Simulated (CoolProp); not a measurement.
The numbers come from the reference Helmholtz-energy equation of state, Akasaka 2022 in CoolProp.

**Question.** For R1233zd(E), give the phase and the speed of sound (m/s) at 109.35 °C and 0.0286 MPa; -25.85 °C and 0.0476 MPa; 73.05 °C and 2.81 MPa.

**Answer.** 
- 109.35 °C and 0.0286 MPa: gas; speed of sound 161
- -25.85 °C and 0.0476 MPa: liquid; speed of sound 895
- 73.05 °C and 2.81 MPa: liquid; speed of sound 530
